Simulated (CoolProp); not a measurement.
Computed with CoolProp (reference Helmholtz-energy equation of state, Lemmon 2009).

Question: For propane, give the phase and the Z, cv (kJ/(kg K)), fugacity coefficient at 231.05 °C and 71.6 bar; 156.45 °C and 5.66 bar.

Answer: 
- 231.05 °C and 71.6 bar: supercritical; Z 0.806, cv 2.43, fugacity coefficient 0.818
- 156.45 °C and 5.66 bar: gas; Z 0.972, cv 2.07, fugacity coefficient 0.972
